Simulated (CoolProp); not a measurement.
Saturation properties of water (Tc = 373.9 °C, pc = 22060 kPa, ω = 0.344).

Values from CoolProp's reference Helmholtz-energy equation of state, Wagner 2002.

| T (°C) | p (kPa) | liquid density (kg/m³) | liquid cp (kJ/(kg K)) | vapour Z | surface tension (mN/m) | vapour viscosity (µPa s) |
|---|---|---|---|---|---|---|
| 111.45 | 150.5 | 949.8 | 4.230 | 0.9799 | 56.7 | 12.6 |
| 113.45 | 160.8 | 948.3 | 4.233 | 0.9790 | 56.3 | ? |
| 115.55 | 172.2 | 946.6 | 4.236 | 0.9780 | 55.8 | 12.8 |
| 117.65 | 184.3 | 945.0 | 4.240 | 0.9770 | 55.4 | 12.8 |
| 119.75 | 197.1 | 943.3 | 4.243 | 0.9760 | 55.0 | 12.9 |
| 121.85 | 210.6 | 941.6 | 4.247 | 0.9749 | 54.6 | 13.0 |
| 123.95 | ? | 939.9 | 4.250 | 0.9738 | 54.1 | 13.1 |
| 125.95 | 239.1 | 938.2 | ? | 0.9727 | 53.7 | 13.1 |
| 128.05 | 254.9 | 936.5 | 4.258 | 0.9715 | 53.3 | 13.2 |
| 130.15 | 271.5 | 934.7 | 4.262 | 0.9703 | 52.8 | 13.3 |
| 132.25 | 289.0 | 932.9 | 4.266 | 0.9690 | 52.4 | 13.4 |
| 134.35 | ? | 931.1 | ? | 0.9677 | 52.0 | 13.4 |
| 136.35 | 325.7 | 929.4 | 4.275 | 0.9665 | 51.6 | 13.5 |
| 138.45 | 346.0 | 927.5 | 4.279 | 0.9651 | 51.1 | 13.6 |

Question: Fill in the missing entries.

Answer: 
- 113.45, vapour viscosity (µPa s): 12.7
- 123.95, p (kPa): 224.8
- 125.95, liquid cp (kJ/(kg K)): 4.254
- 134.35, p (kPa): 307.4
- 134.35, liquid cp (kJ/(kg K)): 4.270

It boils at 100.0 °C under 1 atm.

Viscosity comes from a separate model (Huber 2009). Surface tension comes from a separate correlation (Mulero 2012).
